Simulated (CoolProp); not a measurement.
Vapour-liquid equilibrium of n-pentane (1) + cyclohexane (2) at 433.2 K; x and y are mole fractions of (1).

Model: multi-fluid Helmholtz-energy mixture model, Thol 2019 and Zhou 2014; pair parameters Bell 2016, in CoolProp.

Question: Give the bubble pressure and the first vapour's composition at x = 0.2, 0.35, 0.5. Is there an azeotrope?

Answer: x = 0.2: 0.9133 MPa, y = 0.370; x = 0.35: 1.088 MPa, y = 0.545; x = 0.5: 1.262 MPa, y = 0.678. No azeotrope shows between x = 0.05 and 0.95.

Pair parameters are fitted to limited data, so mixtures are less certain than the pure fluids.
